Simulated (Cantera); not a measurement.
An isothermal, constant-pressure homogeneous reactor starts with H₂ : O₂ : N₂ = 0.1 : 0.15 : 0.99 (molar parts), equivalence ratio 0.33, at 1175 K and 2670 Pa.

Computed with Cantera and the H2/O2 subset of GRI-Mech 3.0, which has no nitrogen chemistry. Radical loss at walls, strong at low pressure, is not modelled. The temperature is held fixed by assumption; the heat of reaction is taken as removed at once.

x: mole fraction; the columns are a selection and need not sum to one.

```tsv
t (s)	x H₂	x O₂	x H	x OH	x H₂O₂	x O	x HO₂
0.000900	0.0806	0.121	2.39e-7	3.85e-8	4.76e-11	7.16e-8	1.14e-8
0.00149	0.0806	0.121	7.32e-6	1.18e-6	2.01e-10	2.20e-6	6.16e-8
0.00245	0.0770	0.119	0.00194	0.000307	8.89e-9	0.000580	1.33e-6
0.00404	0.00737	0.0853	0.0356	0.00272	8.94e-8	0.0149	1.49e-6
0.00668	0.00557	0.0839	0.0313	0.00247	8.26e-8	0.0146	1.50e-6
0.0110	0.00503	0.0837	0.0252	0.00235	9.13e-8	0.0123	1.52e-6
0.0182	(withheld)	0.0836	(withheld)	(withheld)	(withheld)	(withheld)	1.55e-6
0.0300	(withheld)	0.0834	(withheld)	(withheld)	(withheld)	(withheld)	1.55e-6
0.0495	0.00176	0.0834	0.00413	0.00137	1.38e-7	0.00344	1.50e-6
0.0817	0.000782	0.0836	0.00117	0.000909	1.40e-7	0.00148	1.34e-6
0.135	0.000274	0.0838	0.000237	0.000534	1.13e-7	0.000509	1.00e-6
0.223	8.64e-5	0.0839	4.14e-5	0.000299	7.20e-8	0.000159	5.83e-7
0.367	2.82e-5	0.0840	7.76e-6	0.000171	4.01e-8	5.22e-5	2.77e-7
0.606	1.03e-5	0.0840	1.73e-6	0.000104	2.14e-8	1.92e-5	1.23e-7
1.00	4.21e-6	0.0840	4.61e-7	6.69e-5	1.15e-8	7.96e-6	5.66e-8
```

Task: Fill in the missing entries.

Result: 
- 0.0182, x H₂: 0.00419
- 0.0182, x H: 0.0177
- 0.0182, x OH: 0.00214
- 0.0182, x H₂O₂: 1.04e-7
- 0.0182, x O: 0.00945
- 0.0300, x H₂: 0.00302
- 0.0300, x H: 0.00997
- 0.0300, x OH: 0.00181
- 0.0300, x H₂O₂: 1.21e-7
- 0.0300, x O: 0.00629
